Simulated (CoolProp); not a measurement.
Properties of ammonia along the isobar 0.101 MPa (Tc = 405.6 K, pc = 11.36 MPa, ω = 0.256).

Model: reference Helmholtz-energy equation of state, Gao 2020, in CoolProp.

```tsv
T (K)	phase	Z	isothermal compressibility (1/MPa)	expansivity (1/kK)	Prandtl number
399.8	gas	0.9965	9.936	2.533	___
434.8	gas	0.9974	9.926	2.321	0.847
469.9	gas	0.9981	9.920	2.143	0.836
504.9	gas	0.9985	9.916	1.992	___
539.9	gas	0.9989	9.912	1.860	0.826
574.9	gas	0.9991	9.910	1.746	0.830
609.9	gas	0.9993	9.908	1.644	0.841
645	gas	0.9995	9.906	1.554	0.861
680	gas	0.9996	9.905	1.474	0.892
715	gas	0.9997	9.904	1.401	___
```

Q: Some entries are withheld; supply them.

A: 
- 399.8, Prandtl number: 0.859
- 504.9, Prandtl number: 0.829
- 715, Prandtl number: 0.938

Viscosity comes from a separate model (Fenghour 1995). Thermal conductivity comes from a separate model (Tufeu 1984).
